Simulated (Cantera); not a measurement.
Cantera run:

```python
import numpy as np
import cantera as ct

gas_names = [...]  # 123 gases of nasa_gas.yaml made of C, H, O, Si
cond_names = """
    C(gr) C6H6(L) C7H8(L) C8H18(L),n-octa H2O(s) H2O(L) Si(cr) Si(L) SiC(b) SiO2(Lqz) SiO2(hqz) SiO2(L)
""".split()


# ... load() reads the species with a 1 bar reference pressure and builds the phases ...
atoms = {
    'SiC': {'Si': 1, 'C': 1},
    'H2O': {'H': 2, 'O': 1},
    'H2': {'H': 2},
    'O2': {'O': 2},
}
top_T = {'C(gr)': 4500, 'SiC(b)': 3050}  # K; cautious upper limits of use, not melting points


# ... equilibrate(T, P, feed) seeds the gas with the atoms and calls Mixture.equilibrate('TP', solver="vcs", rtol=1e-11, max_steps=5000) ...
results = []
feed = {'SiC': 1, 'H2O': 0.031, 'H2': 74, 'O2': 0.036}  # mol
T = 2148.15  # K
P = 1000  # Pa
mix = equilibrate(T, P, feed)
results.append((T, P, feed, dict(zip(mix.species_names, mix.species_moles))))
print(gas.report(threshold=0.001))
for i in range(1, mix.n_phases):
    print(f"{mix.phase(i).name:16s} {mix.phase_moles(i):12.5e} mol")
```

It prints:

```
       temperature   2148.2 K
          pressure   1000 Pa
           density   0.00011909 kg/m^3
  mean mol. weight   2.127 kg/kmol
   phase of matter   gas

                          1 kg             1 kmol
                     ---------------   ---------------
          enthalpy        3.1855e+07        6.7754e+07  J
   internal energy        2.3457e+07        4.9893e+07  J
           entropy        1.0807e+05        2.2987e+05  J/K
    Gibbs function        -2.003e+08       -4.2604e+08  J
 heat capacity c_p             16047             34131  J/K
 heat capacity c_v             12138             25816  J/K

                      mass frac. Y      mole frac. X     chem. pot. / RT
                     ---------------   ---------------   ---------------
                CO           0.01741          0.001322           -45.371
                 H          0.019307          0.040738           -12.182
                H2           0.90395           0.95371           -24.363
                Si          0.037962          0.002875           -8.3246
     [ +119 minor]          0.021368         0.0013573

C(gr)             0.00000e+00 mol
Si(L)             0.00000e+00 mol
SiC(b)            7.35849e-01 mol
SiO2(L)           0.00000e+00 mol
```

Equilibrium computed with Cantera from the NASA thermochemical tables; the gas is ideal and each condensed phase is pure. Gases not in the tables: Si2H6 and higher silanes.
